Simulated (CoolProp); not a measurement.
Vapour-liquid equilibrium of R143a (1) + fluoroethane (R161) (2) at 0.0846 MPa; x and y are mole fractions of (1).

Model: multi-fluid Helmholtz-energy mixture model, Lemmon and Jacobsen 2000 and Wu 2012; pair parameters Bell 2016, in CoolProp.

| x | bubble temperature (K) | y at the bubble point | dew temperature at overall composition x (K) | liquid density (mol/L) |
|---|---|---|---|---|
| 0.05 | 231.0 | 0.080 | 231.3 | 16.95 |
| 0.2 | 229.1 | 0.288 | 230.0 | 16.43 |
| 0.35 | 227.5 | 0.461 | 228.6 | 15.93 |
| 0.5 | 226.1 | 0.609 | 227.2 | 15.45 |
| 0.65 | 224.8 | 0.740 | 225.7 | 14.99 |
| 0.8 | 223.6 | 0.858 | 224.2 | 14.55 |
| 0.95 | 222.5 | 0.966 | 222.7 | 14.13 |

No azeotrope shows between x = 0.05 and 0.95.

Pair parameters are fitted to limited data, so mixtures are less certain than the pure fluids.
